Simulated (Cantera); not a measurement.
A Cantera script and what it prints.

```python
import numpy as np
import cantera as ct

gas_names = """
    Cu CuO Cu2 H HNO HNO2 HNO3 HO2 H2 H2O H2O2 N NH NH2 NH3 NH2OH NO NO2 NO3 N2 N2H2 N2H4 N2O O OH O2 O3
""".split()
cond_names = """
    Cu(cr) Cu(L) CuO(s) CuO2H2(s) Cu2O(s) Cu2O(L) H2O(s) H2O(L)
""".split()


# ... load() reads the species with a 1 bar reference pressure and builds the phases ...
atoms = {
    'Cu2O': {'Cu': 2, 'O': 1},
    'H2': {'H': 2},
    'N2': {'N': 2},
}
top_T = {'CuO(s)': 1390}  # K; cautious upper limits of use, not melting points


# ... equilibrate(T, P, feed) seeds the gas with the atoms and calls Mixture.equilibrate('TP', solver="vcs", rtol=1e-11, max_steps=5000) ...
results = []
T = 1150  # K
P = 53000  # Pa
for m in [1.8, 2.9, 4, 5.2, 6.3, 7.5, 8.6, 9.7, 11, 12, 13, 14]:
    feed = {'Cu2O': 1, 'H2': 1.2, 'N2': m}  # mol
    mix = equilibrate(T, P, feed)
    results.append((T, P, feed, dict(zip(mix.species_names, mix.species_moles))))

top = {s: max(r[3][s] / sum(r[3][g] for g in gas_names) for r in results) for s in gas_names}
cols = sorted((s for s in top if top[s] > 1e-05), key=lambda s: -top[s])[:5]
seen = [c for c in cond_names if any(r[3].get(c, 0) > 1e-12 for r in results)]
print("log10 of partial pressures in bar; condensed amounts in mol")
print(f"{'n(N2)':>10s}" + "".join(f"{s[:9]:>10s}" for s in cols + seen))
for T, P, feed, n in results:
    ng = sum(n[g] for g in gas_names)
    print(f"{feed['N2']:10.4g}" + "".join(f"{np.log10(max(n[s] / ng * P / 1e5, 1e-99)):10.3f}" for s in cols)
          + "".join(f"{n.get(c, 0):10.4g}" for c in seen))
```

It prints:

```
log10 of partial pressures in bar; condensed amounts in mol
     n(N2)        N2       H2O        H2    Cu(cr)
       1.8    -0.498    -0.753    -1.452         2
       2.9    -0.426    -0.889    -1.587         2
         4    -0.390    -0.992    -1.691         2
       5.2    -0.366    -1.082    -1.781         2
       6.3    -0.351    -1.151    -1.850         2
       7.5    -0.340    -1.215    -1.914         2
       8.6    -0.332    -1.267    -1.966         2
       9.7    -0.326    -1.313    -2.012         2
        11    -0.321    -1.362    -2.061         2
        12    -0.317    -1.396    -2.095         2
        13    -0.314    -1.428    -2.127         2
        14    -0.311    -1.458    -2.157         2
```

Cantera equilibrium calculation (NASA polynomials, part measured and part estimated; ideal gas, pure solids and liquids).
